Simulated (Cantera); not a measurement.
Cantera run:

```python
import numpy as np
import cantera as ct

gas_names = """
    C CO CO2 C2 C2O C3 C3O2 C4 C5 K KO K2 O O2 O3
""".split()
cond_names = """
    C(gr) K(cr) K(L) KO2(s) K2CO3(s) K2CO3(L) K2O(s) K2O2(s)
""".split()


# ... load() reads the species with a 1 bar reference pressure and builds the phases ...
atoms = {
    'K2CO3': {'K': 2, 'C': 1, 'O': 3},
    'C': {'C': 1},
    'CO2': {'C': 1, 'O': 2},
}
top_T = {'C(gr)': 4500, 'KO2(s)': 780, 'K2O(s)': 1000, 'K2O2(s)': 760}  # K; cautious upper limits of use, not melting points


# ... equilibrate(T, P, feed) seeds the gas with the atoms and calls Mixture.equilibrate('TP', solver="vcs", rtol=1e-11, max_steps=5000) ...
results = []
feed = {'K2CO3': 1, 'C': 1, 'CO2': 0.059}  # mol
for P in [10, 68, 460, 3200, 22000, 150000, 1000000]:
    for T in [850, 950, 1050, 1150, 1250, 1350, 1450, 1550, 1650, 1750, 1850, 1950]:
        mix = equilibrate(T, P, feed)
        results.append((T, P, feed, dict(zip(mix.species_names, mix.species_moles))))

for T, P, feed, n in results:
    print(f"{T:7g} {P:10.4g}  " + (" + ".join(c for c in cond_names if n.get(c, 0) > 1e-12) or "gas only"))
```

It prints:

```
    850         10  C(gr) + K2CO3(s)
    950         10  K2CO3(s)
   1050         10  gas only
   1150         10  gas only
   1250         10  gas only
   1350         10  gas only
   1450         10  gas only
   1550         10  gas only
   1650         10  gas only
   1750         10  gas only
   1850         10  gas only
   1950         10  gas only
    850         68  C(gr) + K2CO3(s)
    950         68  K2CO3(s)
   1050         68  K2CO3(s)
   1150         68  gas only
   1250         68  gas only
   1350         68  gas only
   1450         68  gas only
   1550         68  gas only
   1650         68  gas only
   1750         68  gas only
   1850         68  gas only
   1950         68  gas only
    850        460  C(gr) + K2CO3(s)
    950        460  C(gr) + K2CO3(s)
   1050        460  K2CO3(s)
   1150        460  K2CO3(s)
   1250        460  gas only
   1350        460  gas only
   1450        460  gas only
   1550        460  gas only
   1650        460  gas only
   1750        460  gas only
   1850        460  gas only
   1950        460  gas only
    850       3200  C(gr) + K2CO3(s)
    950       3200  C(gr) + K2CO3(s)
   1050       3200  C(gr) + K2CO3(s)
   1150       3200  K2CO3(s)
   1250       3200  K2CO3(L)
   1350       3200  K2CO3(L)
   1450       3200  gas only
   1550       3200  gas only
   1650       3200  gas only
   1750       3200  gas only
   1850       3200  gas only
   1950       3200  gas only
    850    2.2e+04  C(gr) + K2CO3(s)
    950    2.2e+04  C(gr) + K2CO3(s)
   1050    2.2e+04  C(gr) + K2CO3(s)
   1150    2.2e+04  C(gr) + K2CO3(s)
   1250    2.2e+04  K2CO3(L)
   1350    2.2e+04  K2CO3(L)
   1450    2.2e+04  K2CO3(L)
   1550    2.2e+04  K2CO3(L)
   1650    2.2e+04  gas only
   1750    2.2e+04  gas only
   1850    2.2e+04  gas only
   1950    2.2e+04  gas only
    850    1.5e+05  C(gr) + K2CO3(s)
    950    1.5e+05  C(gr) + K2CO3(s)
   1050    1.5e+05  C(gr) + K2CO3(s)
   1150    1.5e+05  C(gr) + K2CO3(s)
   1250    1.5e+05  C(gr) + K2CO3(L)
   1350    1.5e+05  C(gr) + K2CO3(L)
   1450    1.5e+05  K2CO3(L)
   1550    1.5e+05  K2CO3(L)
   1650    1.5e+05  K2CO3(L)
   1750    1.5e+05  K2CO3(L)
   1850    1.5e+05  K2CO3(L)
   1950    1.5e+05  gas only
    850      1e+06  C(gr) + K2CO3(s)
    950      1e+06  C(gr) + K2CO3(s)
   1050      1e+06  C(gr) + K2CO3(s)
   1150      1e+06  C(gr) + K2CO3(s)
   1250      1e+06  C(gr) + K2CO3(L)
   1350      1e+06  C(gr) + K2CO3(L)
   1450      1e+06  C(gr) + K2CO3(L)
   1550      1e+06  C(gr) + K2CO3(L)
   1650      1e+06  K2CO3(L)
   1750      1e+06  K2CO3(L)
   1850      1e+06  K2CO3(L)
   1950      1e+06  K2CO3(L)
```

Equilibrium computed with Cantera from the NASA thermochemical tables; the gas is ideal and each condensed phase is pure.
